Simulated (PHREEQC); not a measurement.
# Silver or lead bath: an equilibrium model

A solution holds 0.0017 mol PbCl2, 0.053 mol HNO3 and 0.0045 mol Cu(NO3)2 per kg of water, at 25 °C. Closed to the air; pH follows from the charge balance.

Computed with PHREEQC (ion-association model, phreeqc.dat).

Each row changes one thing in this solution. No solid was allowed to form.

| case | pH | Pb+2 (mol/kgw) | PbNO3+ (mol/kgw) | PbCl+ (mol/kgw) | PbCl2 (mol/kgw) | PbOH+ (mol/kgw) | SI of Pb(OH)2 (Pb(OH)2) |
|---|---|---|---|---|---|---|---|
| as made | 1.35 | 0.00120 | 0.000438 | 6.44e-5 | 2.11e-7 | 2.69e-10 | -8.76 |
| Cu(NO3)2 from 0.0045 to 0.00675 mol/kgw | 1.35 | 0.00119 | 0.000452 | 6.19e-5 | 1.99e-7 | 2.63e-10 | -8.77 |
| diluted 10-fold with water | 2.31 | 0.000158 | 1.01e-5 | 1.49e-6 | 6.68e-10 | 4.83e-10 | -7.48 |
| Cu(NO3)2 left out | 1.35 | 0.00122 | 0.000408 | 7.02e-5 | 2.40e-7 | 2.85e-10 | -8.73 |
| Cu(NO3)2 from 0.0045 to 0.00405 mol/kgw | 1.35 | 0.00120 | 0.000435 | 6.49e-5 | 2.14e-7 | 2.71e-10 | -8.75 |
| diluted 5-fold with water | 2.02 | 0.000301 | 3.39e-5 | 4.99e-6 | 4.17e-9 | 4.28e-10 | -7.84 |
| Cu(NO3)2 replaced by Pb(NO3)2 at the same molality | 1.35 | 0.00438 | 0.00159 | 0.000228 | 7.18e-7 | 9.91e-10 | -8.19 |

Complexes and solids missing from the database can't appear.
